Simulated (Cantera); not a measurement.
**Stirred combustor or abatement burner**

A perfectly stirred reactor is fed with 1.98 % C3H8, 20.6 % O2, 77.5 % N2, at 101000 Pa; it is adiabatic with a 600 K inlet, and is followed from long to short residence time, starting on the burning branch (τ in s: 0.097, 0.037, 0.014, 0.0052, 0.0019, 0.00073, 0.00028, 0.0001, 3.9e-05, 1.5e-05, 5.5e-06).

Detailed kinetics in Cantera: GRI-Mech 3.0 (53 species, 325 reactions). GRI-Mech 3.0 was tuned for natural gas; its chemistry of propane as a main component is partial and can be far from experiment.

| τ (s) | T (K) | x C3H8 | x O2 | x C2H4 | x CH2CO | x HO2 |
|---|---|---|---|---|---|---|
| 0.097 | 1706 | 1.11e-6 | 0.105 | 3.69e-6 | 2.29e-6 | 1.88e-6 |
| 0.037 | 1700 | 2.13e-6 | 0.105 | 6.39e-6 | 4.23e-6 | 3.28e-6 |
| 0.014 | 1691 | 3.99e-6 | 0.105 | 1.09e-5 | 7.61e-6 | 5.78e-6 |
| 0.0052 | 1675 | 7.48e-6 | 0.105 | 1.86e-5 | 1.34e-5 | 1.01e-5 |
| 0.0019 | 1646 | 1.47e-5 | 0.106 | 3.29e-5 | 2.33e-5 | 1.76e-5 |
| 0.00073 | 1601 | 3.10e-5 | 0.108 | 6.23e-5 | 4.05e-5 | 3.00e-5 |
| 0.00028 | 1517 | 9.00e-5 | 0.113 | 0.000169 | 8.86e-5 | 5.97e-5 |
| 0.00010 | 600 | 0.0198 | 0.206 | <1e-12 | <1e-12 | <1e-12 |
| 3.9e-5 | 600 | 0.0198 | 0.206 | <1e-12 | <1e-12 | <1e-12 |
| 1.5e-5 | 600 | 0.0198 | 0.206 | <1e-12 | <1e-12 | <1e-12 |
| 5.5e-6 | 600 | 0.0198 | 0.206 | <1e-12 | <1e-12 | <1e-12 |
x: mole fraction; the columns are a selection and need not sum to one.
